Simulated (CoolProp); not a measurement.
A single-stage vapour-compression cycle with dimethyl ether: evaporating at 288.15 K (dew point), condensing at 324.15 K (bubble point), superheat 0 K, subcooling 2 K, compressor efficiency 0.85, no pressure losses. Each further row changes one setting.

Computed with CoolProp (reference Helmholtz-energy equation of state, Wu 2011).

```tsv
case	cooling COP	pressure ratio	discharge temperature (K)	refrigerating effect (kJ/kg)	volumetric capacity (kJ/m³)
as stated	[?]	2.68	336.5	330	3080
evaporating temperature 293.15 K	7.05	[?]	334.4	[?]	3620
condensing temperature 319.15 K	[?]	[?]	330.1	343	3200
subcooling 7 K	6.09	2.68	336.5	343	3200
superheat 10 K	5.85	2.68	[?]	[?]	3080
compressor efficiency 0.75	5.17	2.68	340.4	330	3080
```

Problem. Fill in the missing entries.

Solution. 
- as stated, cooling COP: 5.86
- evaporating temperature 293.15 K, pressure ratio: 2.30
- evaporating temperature 293.15 K, refrigerating effect (kJ/kg): 335
- condensing temperature 319.15 K, cooling COP: 6.98
- condensing temperature 319.15 K, pressure ratio: 2.37
- superheat 10 K, discharge temperature (K): 346.6
- superheat 10 K, refrigerating effect (kJ/kg): 347
